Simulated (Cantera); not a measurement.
# Stirred combustor or abatement burner

A perfectly stirred reactor is fed with 5.06 % CH₄, 0.354 % CO, 8.60 % O₂, 86.0 % N₂, at 9.87 atm; it is adiabatic with a 725 K inlet, and is followed from long to short residence time, starting on the burning branch (τ in s: 0.11, 0.051, 0.024, 0.012, 0.0055, 0.0026, 0.0013, 0.0006, 0.00028, 0.00014, 6.5e-05, 3.1e-05, 1.5e-05).

Detailed kinetics in Cantera: GRI-Mech 3.0 (53 species, 325 reactions).

```tsv
τ (s)	T (K)	x CH₄	x CO	x O₂	x HO₂	x C₂H₆	x C₂H₄
0.11	1639	0.00233	0.0141	0.00109	4.29e-7	1.22e-5	6.17e-5
0.051	1630	0.00243	0.0149	0.00174	8.74e-7	2.02e-5	9.58e-5
0.024	1616	0.00255	0.0162	0.00273	1.77e-6	3.23e-5	0.000144
0.012	1597	0.00279	0.0180	0.00420	3.45e-6	5.00e-5	0.000209
0.0055	1554	0.00353	0.0210	0.00752	8.00e-6	8.98e-5	0.000336
0.0026	725	0.0506	0.00354	0.0860	1.52e-12	<1e-12	<1e-12
0.0013	725	0.0506	0.00354	0.0860	<1e-12	<1e-12	<1e-12
0.00060	725	0.0506	0.00354	0.0860	<1e-12	<1e-12	<1e-12
0.00028	725	0.0506	0.00354	0.0860	<1e-12	<1e-12	<1e-12
0.00014	725	0.0506	0.00354	0.0860	<1e-12	<1e-12	<1e-12
6.5e-5	725	0.0506	0.00354	0.0860	<1e-12	<1e-12	<1e-12
3.1e-5	725	0.0506	0.00354	0.0860	<1e-12	<1e-12	<1e-12
1.5e-5	725	0.0506	0.00354	0.0860	<1e-12	<1e-12	<1e-12
```
x: mole fraction; the columns are a selection and need not sum to one.
